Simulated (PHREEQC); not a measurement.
Make-up at 25 °C: 1.9 mmol/kgw H2SeO4, 0.036 mmol/kgw NH3 and 7 mmol/kgw FeCl3. Closed to the air; pH follows from the charge balance.

Model: ion-association model, wateq4f.dat, run in PHREEQC.

### Question
The ionic strength comes out as 0.0405 mol/kgw. What activity coefficients do Fe+3, SeO4-2, FeOH+2, H+, HSeO4- get?

### Answer
Fe+3 0.26, SeO4-2 0.48, FeOH+2 0.49, H+ 0.86, HSeO4- 0.83.

This is a speciation only: nothing precipitates in the calculation. Examples of supersaturated solids here: Hematite (slow to form), Goethite (slow to form). Others may be too.
